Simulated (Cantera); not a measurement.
Input: 1 mol Ta, 4.3 mol H₂O, 6.9 mol H₂, at 1627 °C and 0.770 bar.

Method: chemical equilibrium by Gibbs-energy minimisation in Cantera with the NASA 1993 tables (ideal gas, pure condensed phases). Candidate condensed phases: H₂O, Ta, Ta₂O₅; 12 gas species. Kinetics and transport are ignored.

Base state: H₂ 0.839, H₂O 0.161, H 0.000828, OH 1.30e-5 (mole fractions); condensed: Ta₂O₅(s).

### Question
What changes in the equilibrium state with this change: temperature from 1627 °C to 2377 °C?

### Answer
```csv
species,before,after
H₂,0.839,0.795
H₂O,0.161,0.155
H,0.000828,0.0476
TaO₂,1.69e-8,0.000721
TaO,<1e-9,1.07e-5
O,9.67e-9,8.68e-5
"Ta₂O₅(s), mol",0.500,0
"Ta₂O₅(l), mol",0,0.496
```
